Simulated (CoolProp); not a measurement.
Vapour pressure (kPa) of normal hydrogen: the reference equation beside estimates from Tc = -240.0 °C, pc = 1296 kPa, ω = -0.219. Clausius-Clapeyron is anchored at -247.65 °C with a constant enthalpy of vaporisation of 0.8110 kJ/mol.

Computed with CoolProp (reference Helmholtz-energy equation of state, Leachman 2009).

| T (°C) | reference | Lee-Kesler | Clausius-Clapeyron | van der Waals | Redlich-Kwong | Soave-Redlich-Kwong | Peng-Robinson |
|---|---|---|---|---|---|---|---|
| -247.65 | 356.2 | 356.1 | 356.2 | 413.8 | 239.9 | 362.1 | 368.7 |
| -247.05 | 401.9 | 401.7 | 388.9 | 461.8 | 284.6 | 409.6 | 415.8 |
| -246.45 | 451.5 | 451.3 | 423.0 | 513.1 | 334.9 | 461.0 | 466.9 |
| -245.95 | 496.1 | 495.7 | 452.4 | 558.6 | 381.1 | 507.0 | 512.5 |
| -245.35 | 553.5 | 553.0 | 488.8 | 616.3 | 442.2 | 566.1 | 571.0 |
| -244.75 | 615.4 | 614.9 | 526.4 | 677.7 | 509.6 | 629.5 | 633.8 |
| -244.15 | 682.1 | 681.5 | 565.2 | 742.7 | 583.6 | 697.3 | 700.9 |
| -243.55 | 753.7 | 753.2 | 605.0 | 811.4 | 664.4 | 769.7 | 772.7 |
| -243.05 | 817.4 | 817.0 | 639.1 | 871.6 | 737.3 | 833.6 | 836.0 |
| -242.45 | 898.8 | 898.7 | 680.9 | 947.3 | 831.4 | 914.6 | 916.4 |
| -241.85 | 986.0 | 986.2 | 723.6 | 1027 | 933.2 | 1001 | 1002 |
| -241.25 | 1079 | 1080 | 767.3 | 1110 | 1043 | 1091 | 1092 |
| -240.75 | 1162 | 1163 | 804.4 | 1183 | 1140 | 1171 | 1172 |

Absolute difference from the reference over all 13 rows, mean and median: Lee-Kesler 0.1 and 0.1 %, Clausius-Clapeyron 16.4 and 17.1 %, van der Waals 8.9 and 8.9 %, Redlich-Kwong 15.6 and 14.4 %, Soave-Redlich-Kwong 1.8 and 2.0 %, Peng-Robinson 2.5 and 2.8 %.
